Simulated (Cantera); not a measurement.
A jet of 5.50 % CH4, 12.5 % O2, 82.0 % N2, equivalence ratio 0.88 at 300 K and 40000 Pa hits a platinum plate 2.3 cm away at a mass flux of 0.021 kg/m²/s; the plate temperature is set and raised in steps from an oxygen-covered start.

Model: Deutschmann's 1995 Pt surface mechanism with GRI-Mech 3.0 gas chemistry, integrated in Cantera. Catalytic surfaces can have several steady states; this one follows from the mechanism file's or the stated starting coverage.

x: mole fraction at the wall; θ: surface coverage.

```tsv
plate T (K)	wall x CH4	wall x O2	wall x H2O	wall x OH	wall x CO	wall x CO2	θ free Pt	θ O*	θ OH*
850	0.0373	0.0868	0.0334	<1e-8	8.67e-6	0.0217	0.0976	0.900	0.00285
900	0.0212	0.0525	0.0635	2.84e-8	7.43e-6	0.0414	0.168	0.828	0.00395
950	0.0109	0.0309	0.0824	7.78e-8	5.60e-6	0.0540	0.256	0.739	0.00428
1000	0.00630	0.0213	0.0907	1.94e-7	4.58e-6	0.0596	0.344	0.651	0.00407
1050	?	?	0.0944	?	4.15e-6	0.0622	?	?	?
1100	?	?	0.0963	?	4.05e-6	0.0635	?	?	?
```

Q: Fill in the missing entries.

A: 
- 1050, wall x CH4: 0.00415
- 1050, wall x O2: 0.0169
- 1050, wall x OH: 4.39e-7
- 1050, θ free Pt: 0.427
- 1050, θ O*: 0.569
- 1050, θ OH*: 0.00365
- 1100, wall x CH4: 0.00300
- 1100, wall x O2: 0.0145
- 1100, wall x OH: 9.17e-7
- 1100, θ free Pt: 0.503
- 1100, θ O*: 0.494
- 1100, θ OH*: 0.00320
